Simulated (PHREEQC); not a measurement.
Solution (15 °C): 0.084 mol/kgw NaOH. Closed to the air; pH follows from the charge balance.

Computed with PHREEQC (ion-association model, phreeqc.dat).

```
quantity                  before   after
------------------------  ------  ------
pH                         13.16   12.81
ionic strength (mol/kgw)  0.0840  0.0840
```

Task: Name the change that produced these shifts.
(A) diluted 2-fold with water
(B) temperature from 15 to 25 °C
(C) 0.0025 mol/kgw HCl added
(D) NaOH replaced by NaHSO4 at the same molality
(E) 0.0096 mol/kgw H3PO4 added

Result: B, temperature from 15 to 25 °C

Precipitation was switched off in this run.
